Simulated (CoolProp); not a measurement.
Model: reference Helmholtz-energy equation of state, Lemmon 2006, in CoolProp. It is a short technical equation, of lower accuracy than the large ones.

Problem. Give the vapour pressure (bar), liquid density (kg/m³), enthalpy of vaporisation (kJ/kg), vapour Z of saturated C3F8 (R218) at -1.55, 17.75, 27.35 °C.

Solution. 
| T (°C) | p (bar) | liquid density (kg/m³) | enthalpy of vaporisation (kJ/kg) | vapour Z |
|---|---|---|---|---|
| -1.55 | 3.94 | 1460 | 90.6 | 0.867 |
| 17.75 | 7.10 | 1360 | 80.4 | 0.799 |
| 27.35 | 9.24 | 1310 | 74.5 | 0.757 |
